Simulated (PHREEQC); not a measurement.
Na2CO3 is added in steps, without added water, to 1 kg of water holding 0.019 mol HF and 0.0015 mol NH4F, at 20 °C. O2 is buffered at 0.21 atm. No CO2 enters from the air. Solids allowed: Nahcolite, Natron. Others were left out.

Base run: PHREEQC, ion-association model, wateq4f.dat. Each further column changes one thing. The table gives HF (mol/kgw).

```
Na2CO3 added (mol)      base  Davies equation for every ion  metal-ligand complexes left out  all activity coefficients set to 1  database phreeqc.dat
------------------  --------  -----------------------------  -------------------------------  ----------------------------------  --------------------
0                     0.0145                         0.0145                           0.0145                              0.0147                0.0157
0.001917              0.0123                         0.0123                           0.0123                              0.0125                0.0131
0.003833             0.00955                        0.00954                          0.00955                             0.00967                0.0101
0.00575              0.00648                        0.00647                          0.00648                             0.00656               0.00671
0.007667             0.00324                        0.00324                          0.00324                             0.00328               0.00330
0.009583            0.000239                       0.000241                         0.000239                            0.000242              0.000239
0.0115               2.14e-5                        2.16e-5                          2.14e-5                             2.16e-5               2.14e-5
0.01342              8.18e-6                        8.29e-6                          8.18e-6                             8.29e-6               8.19e-6
0.01533              3.62e-6                        3.67e-6                          3.62e-6                             3.67e-6               3.62e-6
0.01725              1.32e-6                        1.34e-6                          1.32e-6                             1.34e-6               1.32e-6
0.01917              1.29e-7                        1.31e-7                          1.16e-7                             1.25e-7               1.28e-7
0.02108              2.27e-8                        2.33e-8                          1.90e-8                             2.10e-8               2.26e-8
0.023                1.19e-8                        1.23e-8                          9.76e-9                             1.09e-8               1.19e-8
```

wateq4f.dat counts part of the HF as a dimer, H2F2, which phreeqc.dat doesn't know; its constant is uncertain.  phreeqc.dat and wateq4f.dat share most of their constants, so their agreement is no independent check.
